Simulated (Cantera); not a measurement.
Input: 1 mol SiH2Cl2, 2.4 mol NH3, held at 1648.15 K and 750 Torr.

These are equilibrium values from Cantera (NASA tables, ideal gas, pure condensed phases), not measurements of a reactor. Candidate condensed phases: NH4Cl, Si, Si3N4; 28 gas species. The tables' values for SiCl3 are old estimates; treat these amounts as uncertain. The numbers say what is thermodynamically allowed, not how fast it happens.

Base state: H2 0.612, HCl 0.261, N2 0.102, SiCl2 0.0139, SiCl3 0.00486, SiCl4 0.00376, SiHCl3 0.00147, SiH2Cl2 9.81e-5 (mole fractions); condensed: Si3N4(s).

Question: What changes in the equilibrium state with this change: pressure from 750 Torr to 1.28 Torr?

Answer: 
| species | before | after |
|---|---|---|
| H2 | 0.612 | 0.614 |
| N2 | 0.102 | 0.176 |
| HCl | 0.261 | 0.121 |
| SiCl2 | 0.0139 | 0.0851 |
| Si | 9.04e-9 | 0.000152 |
| SiCl4 | 0.00376 | 8.42e-6 |
| SiCl | 6.98e-7 | 0.000224 |
| SiHCl3 | 0.00147 | 7.12e-6 |
| Si3N4(s), mol | 0.284 | 0 |
| Si(s), mol | 0 | 0.414 |
The tables' values for SiCl3, SiCl are old estimates; treat these amounts as uncertain.
